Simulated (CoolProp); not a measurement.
A single-stage vapour-compression cycle with R21: evaporating at 324.15 K (dew point), condensing at 360.15 K (bubble point), superheat 5 K, subcooling 5 K, compressor efficiency 0.8, no pressure losses. Each further row changes one setting.

Computed with CoolProp (reference Helmholtz-energy equation of state, Platzer 1990). This equation is an older, rougher fit; its heat capacities, sound speeds and derivatives of the liquid may be far off and weren't checked against measurements.

```json
[
 {"case": "as stated", "cooling COP": "___", "pressure ratio": "2.46", "discharge temperature (K)": "382.4", "refrigerating effect (kJ/kg)": "183", "volumetric capacity (kJ/m³)": "3070"},
 {"case": "evaporating temperature 329.15 K", "cooling COP": "___", "pressure ratio": "___", "discharge temperature (K)": "___", "refrigerating effect (kJ/kg)": "185", "volumetric capacity (kJ/m³)": "___"},
 {"case": "condensing temperature 355.15 K", "cooling COP": "7.62", "pressure ratio": "___", "discharge temperature (K)": "375.4", "refrigerating effect (kJ/kg)": "189", "volumetric capacity (kJ/m³)": "3170"},
 {"case": "subcooling 10 K", "cooling COP": "6.64", "pressure ratio": "2.46", "discharge temperature (K)": "382.4", "refrigerating effect (kJ/kg)": "189", "volumetric capacity (kJ/m³)": "3170"},
 {"case": "superheat 15 K", "cooling COP": "___", "pressure ratio": "2.46", "discharge temperature (K)": "392.9", "refrigerating effect (kJ/kg)": "190", "volumetric capacity (kJ/m³)": "3070"},
 {"case": "compressor efficiency 0.7", "cooling COP": "5.63", "pressure ratio": "2.46", "discharge temperature (K)": "387.6", "refrigerating effect (kJ/kg)": "183", "volumetric capacity (kJ/m³)": "3070"}
]
```

Question: What belongs in the gaps?

Answer: 
- as stated, cooling COP: 6.44
- evaporating temperature 329.15 K, cooling COP: 7.71
- evaporating temperature 329.15 K, pressure ratio: 2.15
- evaporating temperature 329.15 K, discharge temperature (K): 379.6
- evaporating temperature 329.15 K, volumetric capacity (kJ/m³): 3550
- condensing temperature 355.15 K, pressure ratio: 2.20
- superheat 15 K, cooling COP: 6.41
